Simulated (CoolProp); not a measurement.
Computed with CoolProp (reference Helmholtz-energy equation of state, Platzer 1990). This equation is an older, rougher fit; its heat capacities, sound speeds and derivatives of the liquid may be far off and weren't checked against measurements.

Q: Give the vapour pressure (bar), vapour density (kg/m³) of saturated c-C4F8 (RC318) at 44.05, 51.75 °C.

A: 
```tsv
T (°C)	p (bar)	vapour density (kg/m³)
44.05	5.51	49.3
51.75	6.79	61.2
```
